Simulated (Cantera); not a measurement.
Input (Python, Cantera):

```python
import numpy as np
import cantera as ct

gas = ct.Solution("gri30.yaml")
gas.TPX = 1473, 2666, {'H2': 0.034, 'O2': 1, 'N2': 4.4}
reactor = ct.IdealGasConstPressureReactor(gas, energy="off", clone=False)
net = ct.ReactorNet([reactor])
net.rtol, net.atol = 1e-08, 1e-18
show = ['H2', 'O2', 'HO2', 'H2O2', 'NO', 'O']
times = np.geomspace(2e-06, 50, 10)

steps = ct.SolutionArray(gas, extra=["t"])
rows = []
print(f"{'t/s':>10s}{'T/K':>9s}{'P/Pa':>11s}" + "".join(f"{s:>11s}" for s in show))
for t in times:
    while net.time < t:
        t_next = net.step()
        steps.append(gas.state, t=t_next)
    rows.append([np.interp(t, steps.t, y) for y in (steps.T, steps.P, *steps(*show).X.T)])
    print(f"{t:10.3e}{rows[-1][0]:9.1f}{rows[-1][1]:11.4g}" + "".join(f"{x:11.3e}" for x in rows[-1][2:]))
rate = np.gradient(steps.T, steps.t)
print("integrator steps:", len(steps.t))
if steps.T.max() > steps.T[0] + 200:
    print(f"time of steepest temperature rise: {steps.t[rate.argmax()]:.4e} s")
gas.TPX = 1473, 2666, {'H2': 0.034, 'O2': 1, 'N2': 4.4}
gas.equilibrate("TP")
print(f"equilibrium (TP): T = {gas.T:.1f} K  " + "  ".join(f"{s} {gas[s].X[0]:.3e}" for s in show))
```

It prints:

```
       t/s      T/K       P/Pa         H2         O2        HO2       H2O2         NO          O
 2.000e-06   1473.0       2666  6.257e-03  1.840e-01  2.812e-10  2.061e-15  5.489e-22  6.549e-12
 1.327e-05   1473.0       2666  6.257e-03  1.840e-01  1.866e-09  8.916e-14  1.682e-19  2.622e-10
 8.811e-05   1473.0       2666  6.257e-03  1.840e-01  1.237e-08  3.573e-12  4.759e-17  7.354e-09
 5.848e-04   1473.0       2666  6.257e-03  1.840e-01  8.122e-08  9.344e-11  9.705e-15  2.297e-07
 3.882e-03   1473.0       2666  5.653e-04  1.790e-01  4.185e-07  1.341e-08  2.378e-09  4.059e-03
 2.576e-02   1473.0       2666  6.731e-05  1.786e-01  3.178e-07  7.151e-09  8.572e-08  4.584e-03
 1.710e-01   1473.0       2666  4.174e-05  1.797e-01  2.527e-07  5.776e-09  4.676e-07  2.747e-03
 1.135e+00   1473.0       2666  6.698e-06  1.811e-01  8.419e-08  1.954e-09  1.053e-06  4.204e-04
 7.533e+00   1473.0       2666  3.857e-07  1.814e-01  1.484e-08  2.053e-10  1.328e-06  2.383e-05
 5.000e+01   1473.0       2666  1.188e-07  1.814e-01  1.444e-08  7.723e-11  1.447e-06  7.338e-06
integrator steps: 1385
equilibrium (TP): T = 1473.0 K  H2 1.188e-07  O2 1.809e-01  HO2 1.442e-08  H2O2 7.703e-11  NO 1.013e-03  O 7.317e-06
```

Model: GRI-Mech 3.0 (53 species, 325 reactions), integrated in Cantera. Radical loss at walls, strong at low pressure, is not modelled.
